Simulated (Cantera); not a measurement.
A perfectly stirred reactor is fed with C3H8 : H2 = 1 : 5.4 (molar parts), at 1.28 atm; it is held at 1750 K, and followed from long to short residence time.

Model: GRI-Mech 3.0 (53 species, 325 reactions), integrated in Cantera. GRI-Mech 3.0 was tuned for natural gas; its chemistry of propane as a main component is partial and can be far from experiment. GRI-Mech 3.0 stops at C3 and has no aromatics, soot or wall deposition, so with more carbon than oxygen in the feed, carbon stays in small species such as C2H2 where larger ones or solid carbon would form.

x: mole fraction; the columns are a selection and need not sum to one.

| τ (s) | x C3H8 | x H2 | x C2H | x CH3 | x CH4 |
|---|---|---|---|---|---|
| 0.83 | [?] | 0.816 | 2.32e-7 | 0.000162 | 0.0348 |
| 0.45 | [?] | 0.815 | 2.33e-7 | 0.000176 | 0.0375 |
| 0.25 | [?] | 0.812 | 2.35e-7 | 0.000198 | 0.0414 |
| 0.13 | [?] | 0.808 | 2.38e-7 | 0.000233 | 0.0474 |
| 0.073 | [?] | 0.803 | 2.43e-7 | 0.000277 | 0.0542 |
| 0.040 | [?] | 0.798 | 2.51e-7 | 0.000338 | 0.0624 |
| 0.022 | [?] | 0.792 | 2.65e-7 | 0.000415 | 0.0710 |
| 0.012 | [?] | 0.786 | 2.85e-7 | 0.000515 | 0.0794 |
| 0.0064 | [?] | 0.781 | 3.14e-7 | 0.000647 | 0.0875 |
| 0.0035 | [?] | 0.776 | 3.49e-7 | 0.000808 | 0.0944 |

Task: Some entries are withheld; supply them.

Result: 
- 0.83, x C3H8: 1.17e-6
- 0.45, x C3H8: 2.14e-6
- 0.25, x C3H8: 3.84e-6
- 0.13, x C3H8: 7.35e-6
- 0.073, x C3H8: 1.30e-5
- 0.040, x C3H8: 2.33e-5
- 0.022, x C3H8: 4.13e-5
- 0.012, x C3H8: 7.29e-5
- 0.0064, x C3H8: 0.000130
- 0.0035, x C3H8: 0.000222
